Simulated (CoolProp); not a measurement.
The fluid at 298.15 K and 15.2 MPa flows at 0.36 m/s in a round tube of 12.7 mm bore and 0.25 µm roughness, fully developed (64/Re and Nu = 3.66 if laminar; Colebrook and Gnielinski if turbulent). The same conditions are run with several fluids, on thermodynamics alone (safety and materials aside).

The numbers come from the reference Helmholtz-energy equation of state of each fluid (sulfur hexafluoride: Guder 2009; R507A: Lemmon 2003; ethylbenzene: Zhou 2012; ethane: Bücker 2006; propane: Lemmon 2009) in CoolProp. Blends and air are pseudo-pure fits.

### Question
Rank sulfur hexafluoride, R507A, ethylbenzene, ethane, propane by Reynolds number, highest first.

### Answer
sulfur hexafluoride (37300), ethane (30200), R507A (29200), propane (19700), ethylbenzene (5760)

| fluid | Darcy friction factor | pressure drop (Pa/m) | heat-transfer coefficient (W/(m² K)) | mass flow (kg/h) |
|---|---|---|---|---|
| sulfur hexafluoride | 0.0224 | 180 | 906 | 259 |
| R507A | 0.0237 | 139 | 882 | 189 |
| ethylbenzene | 0.0359 | 160 | 525 | 143 |
| ethane | 0.0235 | 49.0 | 913 | 67.1 |
| propane | 0.0260 | 69.7 | 841 | 86.2 |

Transport values come from each fluid's own correlations; those of ethylbenzene are estimates that may be off by 10 % or more.
